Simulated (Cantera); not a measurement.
Charge: 1 mol MgO, 0.56 mol Br2, 1.3 mol N2, held at 101000 Pa.

Method: chemical equilibrium by Gibbs-energy minimisation in Cantera with the NASA 1993 tables (ideal gas, pure condensed phases). Candidate condensed phases: Br2, Mg, MgBr2, MgO; 17 gas species. Kinetics and transport are ignored.

Question: At 1523 K, list the 6 most abundant gas species with their mole fractions, and the condensed phases.

Answer: N2 0.644, Br2 0.195, Br 0.148, MgBr2 0.00814, O2 0.00399, NO 0.000170. Condensed: MgO(s).
